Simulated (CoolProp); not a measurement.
A Linde-Hampson liquefier for oxygen: isothermal reversible compression at 280 K from 1 atm to 5 MPa, throttling to 1 atm, return gas leaving the recuperator 2 K below the feed. Each further row changes one setting.

Model: reference Helmholtz-energy equation of state, Schmidt 1985, in CoolProp.

```json
[
 {"case": "as stated", "liquid yield per pass": "…", "compression work (kJ/kg of gas)": "281"},
 {"case": "high pressure 10 MPa", "liquid yield per pass": "…", "compression work (kJ/kg of gas)": "…"},
 {"case": "warm-end temperature 310 K", "liquid yield per pass": "…", "compression work (kJ/kg of gas)": "…"},
 {"case": "warm-end gap 7 K", "liquid yield per pass": "…", "compression work (kJ/kg of gas)": "281"}
]
```

Q: Fill in the missing entries.

A: 
- as stated, liquid yield per pass: 0.030
- high pressure 10 MPa, liquid yield per pass: 0.065
- high pressure 10 MPa, compression work (kJ/kg of gas): 328
- warm-end temperature 310 K, liquid yield per pass: 0.022
- warm-end temperature 310 K, compression work (kJ/kg of gas): 312
- warm-end gap 7 K, liquid yield per pass: 0.019

Above 300 K oxygen's equation is extrapolated.
